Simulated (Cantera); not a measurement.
Feed: 1 mol SiH2Cl2, 440 mol H2, 0.0038 mol Cl2, equilibrated at 1048.15 K and 1.00 Torr.

Equilibrium computed with Cantera from the NASA thermochemical tables; the gas is ideal and each condensed phase is pure. Candidate condensed phases: Si; 19 gas species. Kinetics and transport are ignored.

Base state: H2 0.996, HCl 0.00446, SiCl2 3.72e-5 (mole fractions); condensed: Si(s).

**Question.** What changes in the equilibrium state with this change: H2 from 440 to 13 mol?

**Answer.** 
```json
[
 {"species": "H2", "before": "0.996", "after": "0.921"},
 {"species": "HCl", "before": "0.00446", "after": "0.0547"},
 {"species": "SiCl4", "before": "5.23e-7", "after": "0.0139"},
 {"species": "SiCl3", "before": "1.03e-6", "after": "0.00214"},
 {"species": "SiHCl3", "before": "1.20e-6", "after": "0.00239"},
 {"species": "SiCl2", "before": "3.72e-5", "after": "0.00606"},
 {"species": "SiH2Cl2", "before": "3.11e-7", "after": "4.69e-5"},
 {"species": "Si(s), mol", "before": "0.982", "after": "0.638"}
]
```
The tables' values for SiCl3 are old estimates; treat these amounts as uncertain.

**Question.** What changes in the equilibrium state with this change: H2 from 440 to 26 mol?

**Answer.** 
| species | before | after |
|---|---|---|
| H2 | 0.996 | 0.948 |
| HCl | 0.00446 | 0.0417 |
| SiCl4 | 5.23e-7 | 0.00442 |
| SiCl3 | 1.03e-6 | 0.000909 |
| SiHCl3 | 1.20e-6 | 0.00103 |
| SiCl2 | 3.72e-5 | 0.00342 |
| Si(s), mol | 0.982 | 0.727 |
The tables' values for SiCl3 are old estimates; treat these amounts as uncertain.
